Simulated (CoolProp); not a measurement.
Vapour-liquid equilibrium of n-butane (1) + n-decane (2) at 212 kPa; x and y are mole fractions of (1).

Computed with CoolProp (multi-fluid Helmholtz-energy mixture model, Bücker 2006 and Lemmon 2006; pair parameters Kunz 2012).

Task: Give the bubble temperature and the first vapour's composition at x = 0.275, 0.8, 0.95. Is there an azeotrope?

Result: x = 0.275: 341.1 K, y = 0.990; x = 0.8: 301.1 K, y = 1.000; x = 0.95: 295.5 K, y = 1.000. No azeotrope shows between x = 0.05 and 0.95.

Pair parameters are fitted to limited data, so mixtures are less certain than the pure fluids. The gap from Raoult's law changes sign with composition, which may be real or a fault of the pair parameters; it wasn't checked against measurements.
